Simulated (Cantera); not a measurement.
Cantera run, input and output.

```python
import numpy as np
import cantera as ct

gas = ct.Solution("gri30.yaml")
gas.TPX = 473, 1000000, {'CH4': 1, 'O2': 1.54, 'N2': 5.78, 'H2': 0.014}
inlet = ct.Reservoir(gas, clone=True)
gas.equilibrate("HP")  # start burning
reactor = ct.IdealGasConstPressureReactor(gas, energy="on", clone=False)
exhaust = ct.Reservoir(gas, clone=True)
tau = [0.032, 0.019, 0.011, 0.0065, 0.0038, 0.0022, 0.0013, 0.00077, 0.00045, 0.00027, 0.00016, 9.2e-05][0]
for a, b in ((inlet, reactor), (reactor, exhaust)):
    ct.MassFlowController(a, b, mdot=lambda t: reactor.mass / tau)
net = ct.ReactorNet([reactor])
show = ['CH4', 'O2', 'C2H', 'CH2O', 'NO2', 'CH3']

rows = []
print(f"{'tau/s':>10s}{'T/K':>9s}" + "".join(f"{s:>11s}" for s in show))
for tau in [0.032, 0.019, 0.011, 0.0065, 0.0038, 0.0022, 0.0013, 0.00077, 0.00045, 0.00027, 0.00016, 9.2e-05]:
    net.initial_time = 0.0
    net.advance(30 * tau)
    before = gas.X
    net.advance(40 * tau)
    drift = np.max(np.abs(gas.X - before) / (gas.X + 1e-9))
    rows.append([gas.T, *gas[show].X, drift])
    print(f"{tau:10.3e}{gas.T:9.1f}" + "".join(f"{x:11.3e}" for x in gas[show].X))
```

It prints:

```
     tau/s      T/K        CH4         O2        C2H       CH2O        NO2        CH3
 3.200e-02   2180.9  1.447e-04  7.293e-05  1.866e-09  1.592e-06  1.559e-09  2.459e-05
 1.900e-02   2180.5  2.198e-04  1.165e-04  4.440e-09  2.531e-06  1.910e-09  3.861e-05
 1.100e-02   2180.0  3.364e-04  1.910e-04  1.062e-08  4.088e-06  2.352e-09  6.125e-05
 6.500e-03   2179.2  4.968e-04  3.075e-04  2.333e-08  6.421e-06  2.867e-09  9.391e-05
 3.800e-03   2177.8  7.191e-04  4.977e-04  4.851e-08  1.003e-05  3.518e-09  1.419e-04
 2.200e-03   2175.4  1.012e-03  8.066e-04  9.366e-08  1.552e-05  4.357e-09  2.099e-04
 1.300e-03   2171.2  1.359e-03  1.272e-03  1.616e-07  2.321e-05  5.381e-09  2.972e-04
 7.700e-04   2164.3  1.777e-03  1.986e-03  2.557e-07  3.416e-05  6.641e-09  4.095e-04
 4.500e-04   2152.5  2.310e-03  3.128e-03  3.776e-07  5.035e-05  8.157e-09  5.568e-04
 2.700e-04   2134.1  2.995e-03  4.867e-03  5.064e-07  7.311e-05  9.651e-09  7.361e-04
 1.600e-04   2100.8  4.118e-03  7.984e-03  6.179e-07  1.105e-04  1.070e-08  9.758e-04
 9.200e-05   2005.8  7.493e-03  1.713e-02  5.334e-07  2.108e-04  8.657e-09  1.324e-03
```

Detailed kinetics in Cantera: GRI-Mech 3.0 (53 species, 325 reactions).
